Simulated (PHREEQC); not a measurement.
Make-up at 25 °C: 0.68 mol HCl, 0.00027 mol Li2SO4 and 0.00091 mol Fe2(SO4)3 per kg of water. It is in equilibrium with CO2 at log p = -2 (atm). Otherwise closed; pH follows from the charge balance.

Model: ion-association model, phreeqc.dat, run in PHREEQC.

| quantity | before | after |
|---|---|---|
| pH | 0.29 | 0.12 |
| HSO4- (mol/kgw) | 0.00273 | 0.00278 |
| SO4-2 (mol/kgw) | 0.000227 | 0.000197 |
| LiSO4- (mol/kgw) | 1.01e-7 | 7.46e-8 |
| (CO2)2 (mol/kgw) | 1.82e-9 | 1.68e-9 |

Q: Name the change that produced these shifts.
(A) temperature from 25 to 70 °C
(B) 0.098 mol/kgw NaOH added
(C) HCl from 0.68 to 1.02 mol/kgw
(D) Fe2(SO4)3 from 0.00091 to 0.001 mol/kgw
(E) Fe2(SO4)3 replaced by NH4HSO4 at the same molality

A: C, HCl from 0.68 to 1.02 mol/kgw

No solid was allowed to form. The ionic strength passes 0.7 mol/kgw, the rough limit of the ion-association models, in after.
